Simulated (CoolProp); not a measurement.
Model: reference Helmholtz-energy equation of state, Lemmon 2000, in CoolProp. It is a pseudo-pure fit of the blend.

For dry air, give the phase and the speed of sound (m/s), viscosity (µPa s), conductivity (mW/(m K)), fugacity coefficient at 129.6 K and 6.37 MPa; 143.4 K and 6.37 MPa; 164.1 K and 6.37 MPa.


- 129.6 K and 6.37 MPa: liquid; speed of sound 419, viscosity 45.7, conductivity 67.8, fugacity coefficient 0.413
- 143.4 K and 6.37 MPa: supercritical; speed of sound 250, viscosity 25.1, conductivity 46.6, fugacity coefficient 0.578
- 164.1 K and 6.37 MPa: supercritical; speed of sound 240, viscosity 15.5, conductivity 26.6, fugacity coefficient 0.733

Viscosity comes from a separate model (Lemmon 2004). Thermal conductivity comes from a separate model (Lemmon 2004).
